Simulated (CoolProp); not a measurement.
The fluid at 442.36 K and 0.133 MPa flows at 4.6 m/s in a round tube of 25 mm bore and 1.5 µm roughness, fully developed (64/Re and Nu = 3.66 if laminar; Colebrook and Gnielinski if turbulent). The same conditions are run with several fluids, on thermodynamics alone (safety and materials aside).

Computed with CoolProp (reference Helmholtz-energy equation of state of each fluid (toluene: Lemmon 2006; ethane: Bücker 2006; n-hexane: Thol 2019; R143a: Lemmon and Jacobsen 2000; R410A: Lemmon 2003)). Blends and air are pseudo-pure fits.

| fluid | Reynolds number | Darcy friction factor | pressure drop (Pa/m) | heat-transfer coefficient (W/(m² K)) | mass flow (kg/h) |
|---|---|---|---|---|---|
| toluene | 39000 | 0.0223 | ? | 83.3 | ? |
| ethane | 9400 | 0.0315 | 14.5 | ? | 8.86 |
| n-hexane | 39700 | 0.0222 | 30.0 | 104 | 26.0 |
| R143a | 21700 | 0.0255 | ? | 63.1 | ? |
| R410A | 15900 | ? | ? | 44.3 | 21.4 |

Task: Fill in the missing entries.

Result: 
- toluene, pressure drop (Pa/m): 32.5
- toluene, mass flow (kg/h): 28.0
- ethane, heat-transfer coefficient (W/(m² K)): 49.1
- R143a, pressure drop (Pa/m): 33.0
- R143a, mass flow (kg/h): 24.8
- R410A, Darcy friction factor: 0.0275
- R410A, pressure drop (Pa/m): 30.7

Transport values come from each fluid's own correlations; those of R143a are estimates that may be off by 10 % or more.
